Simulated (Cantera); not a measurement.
Standard-state values (1 bar) from the NASA 1993 polynomials, evaluated with Cantera. Values are per mole of reaction as written; species without (g) are pure solids or liquids, kept so even where they would boil at 1 bar.

### Question
Between 300 and 548 K, where is each reaction favourable under standard conditions?
- 3 TiCl4 + Ti = 4 TiCl3
- TiCl4 = Ti + 4 Cl(g)

### Answer
- 3 TiCl4 + Ti = 4 TiCl3: ΔG° is -406 kJ at 300 K and -343 kJ at 548 K; it stays negative (K > 1). ΔH° is -492 kJ and ΔS° -271 J/K at 548 K.
- TiCl4 = Ti + 4 Cl(g): ΔG° is 1158 kJ at 300 K and 1051 kJ at 548 K; it stays positive (K < 1). ΔH° is 1282 kJ and ΔS° 421 J/K at 548 K.
